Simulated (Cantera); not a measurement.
Cantera run:

```python
import numpy as np
import cantera as ct

gas_names = """
    O2 CO2
""".split()
cond_names = """
    Cu(cr) Cu(L) Cu2O(s) Cu2O(L) C(gr) Ta(cr) Ta(L) Ta2O5(s) Ta2O5(L)
""".split()


# ... load() reads the species with a 1 bar reference pressure and builds the phases ...
species = {s.name: s for s in load("nasa_gas.yaml", gas_names) + load("nasa_condensed.yaml", cond_names)}
# Each term lists the table entries of one substance; the one whose range holds T is used.
reactions = {
    '4 Cu + O2(g) = 2 Cu2O':
        [(-4, ['Cu(cr)', 'Cu(L)']), (-1, ['O2']), (2, ['Cu2O(s)', 'Cu2O(L)'])],
    'C + O2(g) = CO2(g)':
        [(-1, ['C(gr)']), (-1, ['O2']), (1, ['CO2'])],
    '0.8 Ta + O2(g) = 0.4 Ta2O5':
        [(-0.8, ['Ta(cr)', 'Ta(L)']), (-1, ['O2']), (0.4, ['Ta2O5(s)', 'Ta2O5(L)'])],
}


def pick(names, T):
    return next(species[n] for n in names if species[n].thermo.min_temp <= T <= species[n].thermo.max_temp)


results = []
for label, terms in reactions.items():
    print(label)
    print("     T/K   dH/kJ  dS/(J/K)   dG/kJ   log10 K")
    for T in [1498, 1648, 1798, 1948, 2098, 2248, 2398, 2548, 2698]:
        used = [(nu, pick(names, T)) for nu, names in terms]
        dH = sum(nu * s.thermo.h(T) for nu, s in used) / 1e6
        dS = sum(nu * s.thermo.s(T) for nu, s in used) / 1e3
        dG = dH - T * dS / 1e3
        logK = -dG * 1e6 / (ct.gas_constant * T * np.log(10))
        results.append((label, T, dH, dS, dG, logK, [s.name for _, s in used]))
        print(f"{T:8g} {dH:8.1f} {dS:8.1f} {dG:8.1f} {logK:8.2f}")
```

Output:

```
4 Cu + O2(g) = 2 Cu2O
     T/K   dH/kJ  dS/(J/K)   dG/kJ   log10 K
    1498   -380.2   -176.9   -115.3     4.02
    1648   -246.0    -88.5   -100.2     3.17
    1798   -241.3    -85.8    -87.1     2.53
    1948   -236.6    -83.3    -74.4     2.00
    2098   -232.0    -81.0    -62.1     1.55
    2248   -227.5    -78.9    -50.1     1.16
    2398   -223.0    -77.0    -38.4     0.84
    2548   -218.5    -75.2    -27.0     0.55
    2698   -214.1    -73.5    -15.9     0.31
C + O2(g) = CO2(g)
     T/K   dH/kJ  dS/(J/K)   dG/kJ   log10 K
    1498   -395.7      0.4   -396.3    13.82
    1648   -396.0      0.2   -396.3    12.56
    1798   -396.3     -0.0   -396.3    11.51
    1948   -396.7     -0.2   -396.3    10.63
    2098   -397.1     -0.4   -396.2     9.87
    2248   -397.5     -0.6   -396.2     9.21
    2398   -398.0     -0.8   -396.1     8.63
    2548   -398.4     -1.0   -395.9     8.12
    2698   -399.0     -1.2   -395.8     7.66
0.8 Ta + O2(g) = 0.4 Ta2O5
     T/K   dH/kJ  dS/(J/K)   dG/kJ   log10 K
    1498   -801.7   -161.2   -560.3    19.54
    1648   -799.2   -159.5   -536.3    17.00
    1798   -796.7   -158.1   -512.4    14.89
    1948   -794.1   -156.7   -488.8    13.11
    2098   -742.9   -131.8   -466.4    11.61
    2248   -737.9   -129.5   -446.8    10.38
    2398   -733.1   -127.5   -427.5     9.31
    2548   -728.5   -125.6   -408.5     8.37
    2698   -724.0   -123.9   -389.8     7.55
```

Standard-state values (1 bar) from the NASA 1993 polynomials, evaluated with Cantera. Condensed species are held in their standard states even where they would react or evaporate.
